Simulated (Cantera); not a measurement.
What does this Cantera script print?

```python
import numpy as np
import cantera as ct

gas_names = """
    Fe FeO Fe(OH)2 H HNO HNO2 HNO3 HO2 H2 H2O H2O2 N NH NH2 NH3 NH2OH NO NO2 NO3 N2 N2H2 N2H4 N2O O OH
    O2 O3
""".split()
cond_names = """
    Fe(a) Fe(c) Fe(d) Fe(L) FeO(s) FeO(L) Fe(OH)2(s) Fe(OH)3(s) Fe2O3(s) Fe3O4(s) H2O(s) H2O(L)
""".split()


def load(file, names, dense=False):
    # The tables refer to 1 bar. Condensed volumes are neglected.
    table = {s.name: s for s in ct.Species.list_from_file(file)}
    out = []
    for n in names:
        d = dict(table[n].input_data)
        d["thermo"] = dict(d["thermo"], **{"reference-pressure": 1e5})
        if dense:
            d["equation-of-state"] = {"model": "constant-volume", "density": "1e6 g/cm^3"}
        out.append(ct.Species.from_dict(d))
    return out


gas = ct.Solution(thermo="ideal-gas", species=load("nasa_gas.yaml", gas_names))
cond = {s.name: ct.Solution(thermo="fixed-stoichiometry", species=[s], name=s.name)
        for s in load("nasa_condensed.yaml", cond_names, dense=True)}
atoms = {
    'Fe3O4': {'Fe': 3, 'O': 4},
    'H2': {'H': 2},
    'N2': {'N': 2},
}
top_T = {'Fe2O3(s)': 1830, 'Fe3O4(s)': 1870}  # K; cautious upper limits of use, not melting points


def equilibrate(T, P, feed):
    n = {}
    for name, mol in feed.items():
        for a, k in atoms[name].items():
            n[a] = n.get(a, 0.0) + k * mol
    gas.TPX = T, P, n
    mass = sum(n.values()) * gas.mean_molecular_weight
    gas.equilibrate("TP")
    valid = [c for c in cond.values() if c.min_temp <= T <= top_T.get(c.name, c.max_temp)]
    mix = ct.Mixture([(gas, mass / gas.mean_molecular_weight)] + [(c, 0.0) for c in valid])
    mix.T, mix.P = T, P
    mix.equilibrate("TP", solver="vcs", rtol=1e-11, max_steps=5000)
    return mix


results = []
feed = {'Fe3O4': 1, 'H2': 250, 'N2': 3.5}  # mol
P = 170000  # Pa
for T in [1550, 1575, 1600, 1625, 1650, 1675, 1700, 1725, 1750, 1775, 1800]:
    mix = equilibrate(T, P, feed)
    results.append((T, P, feed, dict(zip(mix.species_names, mix.species_moles))))
    x = sorted(zip(gas.X, gas.species_names), reverse=True)
    print(f"T = {T:g} K  P = {P:g} Pa  gas = {mix.phase_moles(0):.4g} mol")
    print("   x: " + "  ".join(f"{s} {v:.3e}" for v, s in x if v > 1e-06))
    print("   condensed (mol): " + ("  ".join(f"{mix.phase(i).name} {mix.phase_moles(i):.4g}"
          for i in range(1, mix.n_phases) if mix.phase_moles(i) > 1e-12) or "none"))
```

Result:

```
T = 1550 K  P = 170000 Pa  gas = 253.5 mol
   x: H2 9.704e-01  H2O 1.578e-02  N2 1.380e-02  H 2.380e-05  NH3 1.022e-05
   condensed (mol): Fe(c) 3
T = 1575 K  P = 170000 Pa  gas = 253.5 mol
   x: H2 9.704e-01  H2O 1.578e-02  N2 1.380e-02  H 3.140e-05  NH3 9.533e-06
   condensed (mol): Fe(c) 3
T = 1600 K  P = 170000 Pa  gas = 253.5 mol
   x: H2 9.704e-01  H2O 1.578e-02  N2 1.380e-02  H 4.108e-05  NH3 8.913e-06
   condensed (mol): Fe(c) 3
T = 1625 K  P = 170000 Pa  gas = 253.5 mol
   x: H2 9.704e-01  H2O 1.578e-02  N2 1.380e-02  H 5.330e-05  NH3 8.351e-06  Fe 1.020e-06
   condensed (mol): Fe(c) 3
T = 1650 K  P = 170000 Pa  gas = 253.5 mol
   x: H2 9.703e-01  H2O 1.578e-02  N2 1.380e-02  H 6.863e-05  NH3 7.840e-06  Fe 1.589e-06
   condensed (mol): Fe(c) 3
T = 1675 K  P = 170000 Pa  gas = 253.5 mol
   x: H2 9.703e-01  H2O 1.578e-02  N2 1.380e-02  H 8.772e-05  NH3 7.374e-06  Fe 2.442e-06
   condensed (mol): Fe(d) 2.999
T = 1700 K  P = 170000 Pa  gas = 253.5 mol
   x: H2 9.703e-01  H2O 1.578e-02  N2 1.380e-02  H 1.113e-04  NH3 6.948e-06  Fe 3.702e-06
   condensed (mol): Fe(d) 2.999
T = 1725 K  P = 170000 Pa  gas = 253.5 mol
   x: H2 9.703e-01  H2O 1.578e-02  N2 1.380e-02  H 1.403e-04  NH3 6.558e-06  Fe 5.542e-06
   condensed (mol): Fe(d) 2.999
T = 1750 K  P = 170000 Pa  gas = 253.5 mol
   x: H2 9.702e-01  H2O 1.578e-02  N2 1.380e-02  H 1.757e-04  Fe 8.197e-06  NH3 6.201e-06
   condensed (mol): Fe(d) 2.998
T = 1775 K  P = 170000 Pa  gas = 253.5 mol
   x: H2 9.702e-01  H2O 1.578e-02  N2 1.380e-02  H 2.187e-04  Fe 1.199e-05  NH3 5.872e-06
   condensed (mol): Fe(d) 2.997
T = 1800 K  P = 170000 Pa  gas = 253.5 mol
   x: H2 9.701e-01  H2O 1.578e-02  N2 1.380e-02  H 2.705e-04  Fe 1.733e-05  NH3 5.570e-06
   condensed (mol): Fe(d) 2.996
```

These are equilibrium values from Cantera (NASA tables, ideal gas, pure condensed phases), not measurements of a reactor.
